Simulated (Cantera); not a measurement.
A closed system holds: 1 mol Fe, 0.31 mol H2O, 3 mol N2, held at 1200 K and 0.0133 bar.

Method: chemical equilibrium by Gibbs-energy minimisation in Cantera with the NASA 1993 tables (ideal gas, pure condensed phases). Candidate condensed phases: Fe, FeO, Fe(OH)2, Fe(OH)3, Fe2O3, Fe3O4, H2O; 27 gas species. Mutual solubility and eutectic melting of coexisting phases are not modelled. The tables' stoichiometric FeO is somewhat more stable than real wüstite, so its field is too wide. FeO: taken at fixed stoichiometry. Rates play no part.

Base state: N2 0.906, H2 0.0733, H2O 0.0203 (mole fractions); condensed: Fe(γ) + FeO(s).

### Question
What changes in the equilibrium state with this change: Fe replaced by Pb?

### Answer
| species | before | after |
|---|---|---|
| N2 | 0.906 | 0.862 |
| H2O | 0.0203 | 0.0887 |
| Pb | 0 | 0.0482 |
| H2 | 0.0733 | 0.000372 |
| PbO | 0 | 0.000372 |
| Fe(γ), mol | 0.757 | 0 |
| FeO(s), mol | 0.243 | 0 |
| Pb(l), mol | 0 | 0.831 |
Further candidate phases: Pb, PbO, PbO2, Pb3O4.
